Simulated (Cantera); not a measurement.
Cantera run, input and output.

```python
import numpy as np
import cantera as ct

gas = ct.Solution("h2o2.yaml")
gas.TPX = 450, 33000, {'H2': 1, 'O2': 0.735, 'N2': 2.76, 'H2O': 0.17}
inlet = ct.Reservoir(gas, clone=True)
gas.equilibrate("HP")  # start burning
reactor = ct.IdealGasConstPressureReactor(gas, energy="on", clone=False)
exhaust = ct.Reservoir(gas, clone=True)
tau = [0.038, 0.018, 0.0089, 0.0043, 0.0021, 0.00099, 0.00048, 0.00023, 0.00011, 5.4e-05][0]
for a, b in ((inlet, reactor), (reactor, exhaust)):
    ct.MassFlowController(a, b, mdot=lambda t: reactor.mass / tau)
net = ct.ReactorNet([reactor])
show = ['H2', 'O2', 'H2O', 'O', 'H2O2', 'HO2', 'OH']

rows = []
print(f"{'tau/s':>10s}{'T/K':>9s}" + "".join(f"{s:>11s}" for s in show))
for tau in [0.038, 0.018, 0.0089, 0.0043, 0.0021, 0.00099, 0.00048, 0.00023, 0.00011, 5.4e-05]:
    net.initial_time = 0.0
    net.advance(30 * tau)
    before = gas.X
    net.advance(40 * tau)
    drift = np.max(np.abs(gas.X - before) / (gas.X + 1e-9))
    rows.append([gas.T, *gas[show].X, drift])
    print(f"{tau:10.3e}{gas.T:9.1f}" + "".join(f"{x:11.3e}" for x in gas[show].X))
```

Result:

```
     tau/s      T/K         H2         O2        H2O          O       H2O2        HO2         OH
 3.800e-02   1983.7  3.228e-03  5.543e-02  2.723e-01  1.473e-03  1.167e-07  2.496e-06  7.255e-03
 1.800e-02   1954.1  4.963e-03  5.561e-02  2.687e-01  2.290e-03  1.501e-07  3.439e-06  8.698e-03
 8.900e-03   1913.1  7.284e-03  5.607e-02  2.641e-01  3.419e-03  1.986e-07  4.794e-06  1.006e-02
 4.300e-03   1853.9  1.039e-02  5.695e-02  2.578e-01  5.002e-03  2.796e-07  6.733e-06  1.120e-02
 2.100e-03   1776.4  1.398e-02  5.836e-02  2.501e-01  6.931e-03  4.215e-07  9.170e-06  1.175e-02
 9.900e-04   1674.8  1.801e-02  6.053e-02  2.407e-01  9.132e-03  7.132e-07  1.226e-05  1.147e-02
 4.800e-04   1560.0  2.207e-02  6.348e-02  2.306e-01  1.100e-02  1.271e-06  1.590e-05  1.030e-02
 2.300e-04   1428.8  2.768e-02  6.812e-02  2.184e-01  1.191e-02  2.232e-06  2.089e-05  8.369e-03
 1.100e-04   1274.0  4.276e-02  7.816e-02  1.981e-01  1.027e-02  3.200e-06  2.967e-05  5.815e-03
 5.400e-05    450.0  2.144e-01  1.576e-01  3.644e-02  4.253e-18  2.070e-17  3.415e-16  4.675e-20
```

Cantera simulation using the H2/O2 subset of GRI-Mech 3.0, which has no nitrogen chemistry; the numbers are that mechanism's predictions, not measurements.
